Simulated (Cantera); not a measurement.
HMDSO + N₂O + N₂ (silicon oxide and oxynitride deposition)

Input: 1 mol HMDSO, 1.7 mol N₂O, 84 mol N₂, at 75.0 Torr.

Cantera equilibrium calculation (NASA polynomials, part measured and part estimated; ideal gas, pure solids and liquids). Candidate condensed phases: C, C₆H₆, C₇H₈, C₈H₁₈, H₂O, Si, SiC, SiO₂, Si₂N₂O, Si₃N₄; 151 gas species. The feed counts by its element totals alone. Mutual solubility and eutectic melting of coexisting phases are not modelled. Kinetics and transport are ignored.

```tsv
T (°C)	log p N₂	log p H₂	log p CO	log p CH₄	log p HCN	log p H	log p SiO	log p HNC	n C(graphite)	n SiO₂(α-quartz)	n Si₂N₂O(s)	n SiO₂(β-quartz)	n SiC(s)
427	-1.04	-2.08	-7.78	-3.22	-9.84	<-13	<-13	<-13	5.44	1.13	0.433	0	0
502	-1.04	-2.04	-6.48	-3.76	-8.85	<-13	<-13	-12.60	5.84	1.13	0.433	0	0
577	-1.04	-2.03	-5.41	-4.26	-8.05	-11.70	<-13	-11.44	5.94	0	0.435	1.13	0
652	-1.04	-2.02	-4.52	-4.69	-7.38	-10.60	<-13	-10.47	5.95	0	0.443	1.11	0
727	-1.04	-2.02	-3.77	-5.06	-6.82	-9.65	<-13	-9.65	5.83	0	0.487	1.03	0
802	-1.05	-2.02	-3.12	-5.39	-6.33	-8.84	-12.26	-8.94	5.28	0	0.671	0.657	0
877	-1.05	-2.03	-2.75	-5.68	-5.92	-8.14	-10.75	-8.33	4.30	0	1.00	0	0
952	-1.05	-2.03	-2.75	-5.93	-5.55	-7.52	-9.58	-7.80	4.30	0	1.00	0	0
1027	-1.05	-2.03	-2.75	-6.16	-5.22	-6.97	-8.55	-7.32	4.29	0	1.000	0	0
1102	-1.05	-2.03	-2.75	-6.35	-4.93	-6.48	-7.64	-6.90	4.29	0	1.000	0	0
1177	-1.05	-2.03	-2.75	-6.53	-4.67	-6.04	-6.82	-6.52	4.28	0	1.000	0	0
1252	-1.05	-2.03	-2.75	-6.69	-4.44	-5.64	-6.09	-6.18	4.26	0	1.000	0	0
1327	-1.05	-2.03	-2.75	-6.84	-4.23	-5.28	-5.43	-5.87	4.24	0	0.998	0	0
1402	-1.06	-2.04	-2.56	-6.99	-4.04	-4.95	-4.98	-5.59	1.23	0	0	0	1.99
```
log p: log10 of the partial pressure in bar; n: condensed amount in mol.

From 427 °C to 502 °C the condensed part is C(graphite) + SiO₂(α-quartz) + Si₂N₂O(s). From 577 °C to 802 °C the condensed part is C(graphite) + SiO₂(β-quartz) + Si₂N₂O(s). From 877 °C to 1327 °C the condensed part is C(graphite) + Si₂N₂O(s). At 1402 °C the condensed part is C(graphite) + SiC(s).
